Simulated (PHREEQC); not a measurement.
A PHREEQC input (ion-association model, phreeqc.dat):

```
SOLUTION 1
  temp 30
  units mg/kgw
  pH 7.52
  pe 8.3
  Na 231
  K 87.2
  Ca 191
  Mg 101
  Cl 645
  S(6) 259 as SO4
  Alkalinity 383 as HCO3
  B 1.95
  Li 0.58
  Si 4.03 as SiO2
  Pb 24.4
END
USE solution 2
EQUILIBRIUM_PHASES 1
  Gypsum 0 0
  CO2(g) -3.4 10
END
```

It stops with these messages:

```
ERROR: Solution 2 not found.
```

The fault: USE names a solution that was never defined. The line should read `USE solution 1` where the input has `USE solution 2`. With the mend the run ends at pH 8.78 and ionic strength 0.0363 mol/kgw.
